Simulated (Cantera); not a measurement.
An isothermal, constant-pressure homogeneous reactor starts with H2 : O2 : N2 = 0.48 : 1 : 1.2 (molar parts), equivalence ratio 0.24, at 948 K and 100.0 Torr.

Detailed kinetics in Cantera: the H2/O2 subset of GRI-Mech 3.0, which has no nitrogen chemistry. Radical loss at walls, strong at low pressure, is not modelled. Below about 950 K walls govern HO2 and H2O2 in real vessels. The temperature is held fixed by assumption; the heat of reaction is taken as removed at once.

x: mole fraction; the columns are a selection and need not sum to one.

| t (s) | x H2 | x O2 | x OH | x HO2 | x H | x H2O |
|---|---|---|---|---|---|---|
| 0.000100 | 0.179 | 0.373 | 2.93e-11 | 2.08e-10 | 3.16e-10 | 3.24e-10 |
| 0.000256 | 0.179 | 0.373 | 7.85e-10 | … | … | … |
| 0.000656 | 0.179 | 0.373 | 2.54e-6 | 6.51e-6 | 2.55e-5 | 4.11e-5 |
| 0.00168 | 0.0131 | 0.315 | 0.000775 | 6.67e-5 | 0.00101 | 0.181 |
| 0.00431 | … | 0.313 | … | … | … | 0.192 |
| 0.0110 | 0.00178 | 0.312 | 3.99e-5 | 2.23e-5 | 5.15e-6 | 0.195 |
| 0.0283 | 0.000758 | 0.312 | 1.78e-5 | 1.23e-5 | 9.36e-7 | 0.196 |
| 0.0725 | 0.000274 | 0.312 | 8.97e-6 | 5.70e-6 | 1.65e-7 | 0.196 |
| 0.186 | 6.96e-5 | 0.311 | 5.14e-6 | 1.79e-6 | 2.33e-8 | 0.197 |
| 0.476 | 8.91e-6 | 0.311 | 3.08e-6 | 2.61e-7 | 1.80e-9 | 0.197 |
| 1.22 | 4.41e-7 | 0.311 | 1.70e-6 | 1.70e-8 | 5.99e-11 | 0.197 |
| 3.12 | 7.53e-9 | 0.311 | 9.36e-7 | 1.75e-9 | 2.86e-12 | 0.197 |
| 8.00 | 3.21e-10 | 0.311 | 5.49e-7 | 6.14e-10 | <1e-12 | 0.197 |

Task: Some entries are withheld; supply them.

Result: 
- 0.000256, x HO2: 2.63e-9
- 0.000256, x H: 8.19e-9
- 0.000256, x H2O: 1.25e-8
- 0.00431, x H2: 0.00403
- 0.00431, x OH: 0.000106
- 0.00431, x HO2: 3.72e-5
- 0.00431, x H: 3.27e-5
